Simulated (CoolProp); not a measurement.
Vapour-liquid equilibrium of acetone (1) + cyclohexane (2) at 93.05 °C; x and y are mole fractions of (1).

Values from CoolProp's multi-fluid Helmholtz-energy mixture model, Lemmon 2006 and Zhou 2014; pair parameters Bell 2016.

```tsv
x	bubble pressure (bar)	y at the bubble point	dew pressure at overall composition x (bar)	liquid density (mol/L)
0.05	1.916	0.266	1.517	8.496
0.15	2.491	0.468	1.680	8.710
0.25	2.797	0.552	1.879	8.949
0.35	2.974	0.600	2.125	9.220
0.45	3.090	0.637	2.430	9.527
0.55	3.173	0.672	2.791	9.875
0.65	3.233	0.712	3.124	10.27
0.75	3.266	0.763	3.262	10.72
0.85	3.257	0.832	3.247	11.22
0.95	3.178	0.932	3.159	11.79
```

y crosses x between x = 0.75 and 0.85: the model has an azeotrope there.

Pair parameters are fitted to limited data, so mixtures are less certain than the pure fluids. With so large a gap from Raoult's law the liquid may split in two, which this calculation doesn't test in full.
